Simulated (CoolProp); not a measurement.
Values from CoolProp's reference Helmholtz-energy equation of state, Tillner-Roth 1997.

**Question.** Give the vapour pressure (MPa), liquid cp (kJ/(kg K)), vapour Z, vapour viscosity (µPa s) of saturated CH2F2 (R32) at 20.65 °C.

**Answer.** 
| T (°C) | p (MPa) | liquid cp (kJ/(kg K)) | vapour Z | vapour viscosity (µPa s) |
|---|---|---|---|---|
| 20.65 | 1.50 | 1.89 | 0.768 | 13.5 |

Viscosity comes from a separate model (Bell 2016), an estimate that may be off by 10 % or more.
